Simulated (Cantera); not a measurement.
Input (Python, Cantera):

```python
import numpy as np
import cantera as ct

gas = ct.Solution("gri30.yaml")
gas.TPX = 1723, 1000000, {'CH4': 1, 'O2': 5, 'N2': 18.8, 'H2O': 7.1}
reactor = ct.IdealGasConstPressureReactor(gas, energy="on", clone=False)
net = ct.ReactorNet([reactor])
net.rtol, net.atol = 1e-08, 1e-16
show = ['CH4', 'O2', 'H2O', 'N2O', 'H2', 'NO2', 'C2H4']
times = np.geomspace(1e-06, 5, 14)

steps = ct.SolutionArray(gas, extra=["t"])
rows = []
print(f"{'t/s':>10s}{'T/K':>9s}{'P/Pa':>11s}" + "".join(f"{s:>11s}" for s in show))
for t in times:
    while net.time < t:
        t_next = net.step()
        steps.append(gas.state, t=t_next)
    rows.append([np.interp(t, steps.t, y) for y in (steps.T, steps.P, *steps(*show).X.T)])
    print(f"{t:10.3e}{rows[-1][0]:9.1f}{rows[-1][1]:11.4g}" + "".join(f"{x:11.3e}" for x in rows[-1][2:]))
rate = np.gradient(steps.T, steps.t)
print("integrator steps:", len(steps.t))
if steps.T.max() > steps.T[0] + 200:
    print(f"time of steepest temperature rise: {steps.t[rate.argmax()]:.4e} s")
gas.TPX = 1723, 1000000, {'CH4': 1, 'O2': 5, 'N2': 18.8, 'H2O': 7.1}
gas.equilibrate("HP")
print(f"equilibrium (HP): T = {gas.T:.1f} K  " + "  ".join(f"{s} {gas[s].X[0]:.3e}" for s in show))
```

Output:

```
       t/s      T/K       P/Pa        CH4         O2        H2O        N2O         H2        NO2       C2H4
 1.000e-06   1722.9      1e+06  3.133e-02  1.567e-01  2.226e-01  6.986e-11  2.414e-06  4.992e-17  3.616e-09
 3.276e-06   1722.8      1e+06  3.124e-02  1.567e-01  2.226e-01  4.194e-10  1.194e-05  1.894e-15  3.169e-07
 1.073e-05   1724.5      1e+06  3.033e-02  1.562e-01  2.231e-01  3.745e-09  1.415e-04  1.789e-13  2.922e-05
 3.515e-05   2257.9      1e+06  1.137e-13  9.415e-02  2.783e-01  1.900e-06  1.462e-03  1.706e-08  1.741e-19
 1.151e-04   2302.1      1e+06  5.249e-15  9.266e-02  2.811e-01  1.308e-06  6.174e-04  6.468e-08  1.167e-24
 3.772e-04   2302.0      1e+06  2.045e-18  9.263e-02  2.811e-01  1.307e-06  6.170e-04  2.303e-07  4.024e-28
 1.235e-03   2301.6      1e+06  1.877e-19  9.251e-02  2.811e-01  1.306e-06  6.159e-04  7.672e-07  2.546e-30
 4.047e-03   2300.2      1e+06  1.845e-19  9.216e-02  2.812e-01  1.301e-06  6.123e-04  2.463e-06  2.445e-30
 1.326e-02   2296.3      1e+06  1.757e-19  9.115e-02  2.812e-01  1.291e-06  6.023e-04  7.271e-06  2.230e-30
 4.343e-02   2289.3      1e+06  1.603e-19  8.933e-02  2.814e-01  1.288e-06  5.845e-04  1.592e-05  1.874e-30
 1.423e-01   2286.1      1e+06  1.536e-19  8.850e-02  2.814e-01  1.291e-06  5.766e-04  1.984e-05  1.728e-30
 4.660e-01   2286.0      1e+06  1.535e-19  8.849e-02  2.814e-01  1.291e-06  5.764e-04  1.991e-05  1.725e-30
 1.526e+00   2286.0      1e+06  1.535e-19  8.849e-02  2.814e-01  1.291e-06  5.764e-04  1.991e-05  1.725e-30
 5.000e+00   2286.0      1e+06  1.535e-19  8.849e-02  2.814e-01  1.291e-06  5.764e-04  1.991e-05  1.725e-30
integrator steps: 1488
time of steepest temperature rise: 2.8005e-05 s
equilibrium (HP): T = 2286.0 K  CH4 2.262e-19  O2 8.849e-02  H2O 2.814e-01  N2O 1.291e-06  H2 5.764e-04  NO2 1.991e-05  C2H4 2.142e-30
```

Cantera simulation using GRI-Mech 3.0 (53 species, 325 reactions); the numbers are that mechanism's predictions, not measurements.
